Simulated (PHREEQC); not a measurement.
Make-up at 82 °C: 0.0044 mol HF, 0.00046 mol (CH3)4NF, 4.1e-07 mol H4SiO4 and 0.00015 mol HCl per kg of water. Closed to the air; pH follows from the charge balance.

Model: ion-association model, phreeqc.dat, run in PHREEQC.

Precipitation was switched off in this run.

**Question.** Estimate the pH, ionic strength.

**Answer.** pH 3.11; ionic strength 0.00126 mol/kgw.

**Question.** In which forms is Si present?

**Answer.** H4SiO4 99 %, SiF6-2 1.0 % of the Si.

Species that the database lacks are ignored. (CH3)4N+ isn't in the database: it is added as a free cation with an ion size of 4 Å. Away from 25 °C the constants follow the database's enthalpies or fits; those with neither stay at their 25 °C values. SiF6-2 is the database's only silicon fluoride.
